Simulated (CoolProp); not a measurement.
Aqueous potassium acetate as a coolant, 33 % by mass, freezing at -28.2 °C, 1 atm.

Values from CoolProp's Melinder's fits for secondary coolants.

```json
[
 {"T (°C)": "-25.8", "conductivity (W/(m K))": "0.435", "density (kg/m³)": "1192", "cp (kJ/(kg K))": "3.047", "viscosity (mPa s)": "15.9"},
 {"T (°C)": "-19.1", "conductivity (W/(m K))": "0.443", "density (kg/m³)": "1190", "cp (kJ/(kg K))": "3.062", "viscosity (mPa s)": "11.0"},
 {"T (°C)": "-12.5", "conductivity (W/(m K))": "0.451", "density (kg/m³)": "1188", "cp (kJ/(kg K))": "3.076", "viscosity (mPa s)": "7.91"},
 {"T (°C)": "-5.8", "conductivity (W/(m K))": "0.460", "density (kg/m³)": "1186", "cp (kJ/(kg K))": "3.091", "viscosity (mPa s)": "5.91"},
 {"T (°C)": "0.8", "conductivity (W/(m K))": "0.468", "density (kg/m³)": "1183", "cp (kJ/(kg K))": "3.105", "viscosity (mPa s)": "4.59"},
 {"T (°C)": "7.5", "conductivity (W/(m K))": "0.476", "density (kg/m³)": "1180", "cp (kJ/(kg K))": "3.119", "viscosity (mPa s)": "3.66"},
 {"T (°C)": "14.1", "conductivity (W/(m K))": "0.484", "density (kg/m³)": "1178", "cp (kJ/(kg K))": "3.133", "viscosity (mPa s)": "3.00"},
 {"T (°C)": "20.8", "conductivity (W/(m K))": "0.492", "density (kg/m³)": "1175", "cp (kJ/(kg K))": "3.148", "viscosity (mPa s)": "2.51"},
 {"T (°C)": "27.4", "conductivity (W/(m K))": "0.500", "density (kg/m³)": "1171", "cp (kJ/(kg K))": "3.164", "viscosity (mPa s)": "2.14"},
 {"T (°C)": "34.1", "conductivity (W/(m K))": "0.508", "density (kg/m³)": "1168", "cp (kJ/(kg K))": "3.180", "viscosity (mPa s)": "1.84"}
]
```
